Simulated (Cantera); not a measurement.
A closed system holds: 1 mol Si3N4, 0.64 mol CO2, 41 mol N2, held at 1 atm.

Equilibrium computed with Cantera from the NASA thermochemical tables; the gas is ideal and each condensed phase is pure. Candidate condensed phases: C, Si, SiC, SiO2, Si2N2O, Si3N4; 34 gas species. Mutual solubility and eutectic melting of coexisting phases are not modelled. The numbers say what is thermodynamically allowed, not how fast it happens.

Task: Which condensed phases are stable at each of these points (T (K)): 1625, 1700, 1775, 1850, 1925, 2000, 2075, 2150?

Result: 
| T (K) | condensed phases | Si condensed (%) |
|---|---|---|
| 1625 | C(graphite) + Si2N2O(s) + Si3N4(s) | 100.0 |
| 1700 | C(graphite) + Si2N2O(s) + Si3N4(s) | 100.0 |
| 1775 | SiC(s) + Si2N2O(s) + Si3N4(s) | 99.9 |
| 1850 | SiC(s) + Si2N2O(s) + Si3N4(s) | 99.7 |
| 1925 | SiC(s) + Si2N2O(s) + Si3N4(s) | 98.9 |
| 2000 | SiC(s) + Si2N2O(s) + Si3N4(s) | 95.8 |
| 2075 | SiC(s) + Si2N2O(s) + Si3N4(s) | 85.3 |
| 2150 | Si(l) + SiC(s) | 73.7 |

From 1625 K to 1700 K the condensed part is C(graphite) + Si2N2O(s) + Si3N4(s). From 1775 K to 2075 K the condensed part is SiC(s) + Si2N2O(s) + Si3N4(s). At 2150 K the condensed part is Si(l) + SiC(s).
